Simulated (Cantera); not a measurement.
Feed: 1 mol B2O3, 2.2 mol H2, 0.72 mol N2, 6.4 mol H2O, equilibrated at 140 Pa.

Method: chemical equilibrium by Gibbs-energy minimisation in Cantera with the NASA 1993 tables (ideal gas, pure condensed phases). Candidate condensed phases: B, BN, B2O3, B3O3H3, H2O; 39 gas species. Gases not in the tables: H3BO3. Equilibrium is a limit: real reactors are often held back by kinetics, nucleation or transport.

Q: Which condensed phases are stable at each of these points (T (K)): 1375, 1425, 1475, 1525, 1575, 1625, 1675, 1725, 1775, 1825, 1875, 1925?

A: 
```
T (K)  condensed phases  B condensed (%)
-----  ----------------  ---------------
1375            B2O3(l)             26.3
1425           gas only              0.0
1475           gas only              0.0
1525           gas only              0.0
1575           gas only              0.0
1625           gas only              0.0
1675           gas only              0.0
1725           gas only              0.0
1775           gas only              0.0
1825           gas only              0.0
1875           gas only              0.0
1925           gas only              0.0
```

At 1375 K the condensed part is B2O3(l). From 1425 K to 1925 K nothing is condensed.
